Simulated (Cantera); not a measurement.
An isothermal, constant-pressure homogeneous reactor starts with C₃H₈ : H₂ = 1 : 6.2 (molar parts), at 1100 K and 1330 Pa. Integrator tolerance rtol = 1e-08.

Model: GRI-Mech 3.0 (53 species, 325 reactions), integrated in Cantera. GRI-Mech 3.0 was tuned for natural gas; its chemistry of propane as a main component is partial and can be far from experiment. GRI-Mech 3.0 stops at C3 and has no aromatics, soot or wall deposition, so with more carbon than oxygen in the feed, carbon stays in small species such as C2H2 where larger ones or solid carbon would form. Radical loss at walls, strong at low pressure, is not modelled.

Task: What does this change do: pressure from 1330 Pa to 66000 Pa?

Result: 
```json
[
 {"quantity": "x(C₃H₈) at 100 s", "before": "5.10e-7 (gas-phase equilibrium 4.07e-8)", "after": "1.24e-5 (gas-phase equilibrium 1.08e-7)"},
 {"quantity": "x(H₂) at 100 s", "before": "0.764 (gas-phase equilibrium 0.644)", "after": "0.620 (gas-phase equilibrium 0.584)"},
 {"quantity": "x(C₂H₆) at 100 s", "before": "0.000427 (gas-phase equilibrium 6.26e-5)", "after": "0.00489 (gas-phase equilibrium 0.000116)"},
 {"quantity": "x(C₂H₂) at 100 s", "before": "0.0388 (gas-phase equilibrium 0.0229)", "after": "0.000819 (gas-phase equilibrium 2.10e-5)"},
 {"quantity": "x(CH₃) at 100 s", "before": "3.20e-6 (gas-phase equilibrium 1.64e-6)", "after": "1.60e-6 (gas-phase equilibrium 3.18e-7)"}
]
```
